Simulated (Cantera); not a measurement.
Chlorosilane synthesis and conversion: SiCl4 + HCl + H2

A closed system holds: 1 mol SiCl4, a varied amount of HCl, 1.4 mol H2, at 1098 K and 13300 Pa.

These are equilibrium values from Cantera (NASA tables, ideal gas, pure condensed phases), not measurements of a reactor. Candidate condensed phases: Si; 19 gas species. The tables' values for SiCl3 are old estimates; treat these amounts as uncertain. The numbers say what is thermodynamically allowed, not how fast it happens.

From 0.59 mol HCl to 3.9 mol HCl nothing is condensed. The main Si-bearing gas is SiCl4 throughout.

| n(HCl) (mol) | log p HCl | log p H2 | log p SiCl4 | log p SiHCl3 |
|---|---|---|---|---|
| 0.59 | -1.55 | -1.22 | -1.37 | -2.87 |
| 1 | -1.40 | -1.27 | -1.42 | -3.13 |
| 1.4 | -1.30 | -1.31 | -1.46 | -3.31 |
| 1.8 | -1.24 | -1.36 | -1.50 | -3.46 |
| 2.2 | -1.19 | -1.40 | -1.54 | -3.58 |
| 2.7 | -1.15 | -1.44 | -1.59 | -3.71 |
| 3.1 | -1.12 | -1.47 | -1.62 | -3.81 |
| 3.5 | -1.10 | -1.50 | -1.65 | -3.89 |
| 3.9 | -1.08 | -1.53 | -1.68 | -3.96 |
log p: log10 of the partial pressure in bar; nothing condenses.
